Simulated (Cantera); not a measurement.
An isothermal, constant-pressure homogeneous reactor starts with 0.536 % H2, 25.5 % O2, 74.0 % N2, equivalence ratio 0.011, at 1300 K and 0.0267 bar.

Computed with Cantera and GRI-Mech 3.0 (53 species, 325 reactions). Radical loss at walls, strong at low pressure, is not modelled.

x: mole fraction; the columns are a selection and need not sum to one.

```
t (s)         x H2   x O2      x OH    x H2O    x HO2    x H2O2
--------  --------  -----  --------  -------  -------  --------
0.000800   0.00536  0.255   2.28e-8  2.37e-8  1.16e-8  7.80e-12
0.00259    0.00535  0.255   2.00e-6  3.12e-6  4.72e-8  6.78e-11
0.00837   0.000138  0.250  0.000704  0.00465  7.00e-7   2.23e-8
0.0270           ?  0.251         ?  0.00493        ?         ?
0.0875     2.60e-5  0.251  0.000419  0.00505  4.72e-7   1.22e-8
0.283      1.05e-5  0.252  0.000267  0.00520  3.00e-7   8.87e-9
0.915      2.17e-6  0.253  0.000122  0.00530  1.16e-7   3.80e-9
2.96       3.19e-7  0.253   4.69e-5  0.00535  2.82e-8  9.21e-10
9.56       5.11e-8  0.253   1.88e-5  0.00536  6.79e-9  1.85e-10
30.9             ?  0.253         ?  0.00537  3.81e-9  4.59e-11
100        5.87e-9  0.253   6.41e-6  0.00537  4.01e-9  2.48e-11
```

**Question.** Fill in the missing entries.

**Answer.** 
- 0.0270, x H2: 3.77e-5
- 0.0270, x OH: 0.000504
- 0.0270, x HO2: 5.56e-7
- 0.0270, x H2O2: 1.34e-8
- 30.9, x H2: 1.14e-8
- 30.9, x OH: 8.94e-6
